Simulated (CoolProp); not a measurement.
R114 along the isotherm 431.5 K: Z from the reference equation and from simpler models built on Tc = 420.6 K, pc = 3.352 MPa, ω = 0.252; each cubic takes its own stable root.

Model: reference Helmholtz-energy equation of state, Platzer 1990, in CoolProp. This equation is an older, rougher fit; its heat capacities, sound speeds and derivatives of the liquid may be far off and weren't checked against measurements.

| p (MPa) | phase | reference |
|---|---|---|
| 1.29 | gas | 0.8681 |
| 2.58 | gas | 0.6956 |
| 3.87 | supercritical | 0.3692 |
| 5.16 | supercritical | 0.2830 |
| 6.45 | supercritical | 0.3232 |
| 7.74 | supercritical | 0.3689 |
| 9.03 | supercritical | 0.4156 |
| 10.3 | supercritical | 0.4617 |
| 11.6 | supercritical | 0.5086 |
| 12.9 | supercritical | 0.5552 |
| 14.2 | supercritical | 0.6014 |
| 15.5 | supercritical | 0.6473 |
| 16.8 | supercritical | 0.6927 |

### Question
How far does each simpler model (Redlich-Kwong, Peng-Robinson) lie from the reference over these 13 states: mean and median of the absolute difference, and the worst?

### Answer
- Redlich-Kwong: mean 4.8 %, median 4.0 %, worst +11.4 % at 431.5 K and 5.16 MPa
- Peng-Robinson: mean 3.9 %, median 3.9 %, worst -7.5 % at 431.5 K and 16.8 MPa
